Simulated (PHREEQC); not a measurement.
1 kg of water meets 20 L of dry gas (N2 1 by moles) at fixed total pressure, at 60 °C; fugacities by Peng-Robinson. The gases take part in no redox reaction, some water evaporates into the gas, and hydrates or a liquid gas phase aren't modelled. Precipitation was switched off in this run.

Model: ion-association model, phreeqc.dat, run in PHREEQC.

```
P (atm)  dissolved N2 (mol/kgw)  φ of N2
-------  ----------------------  -------
2                      0.000873    1.000
5                       0.00232    0.999
20                      0.00938    0.997
30                       0.0139    0.996
40                       0.0184    0.996
75                       0.0333    0.995
100                      0.0433    0.996
150                      0.0620    1.002
300                       0.110    1.045
400                       0.138    1.091
```

Species that the database lacks are ignored. Away from 25 °C the constants follow the database's enthalpies or fits; those with neither stay at their 25 °C values.
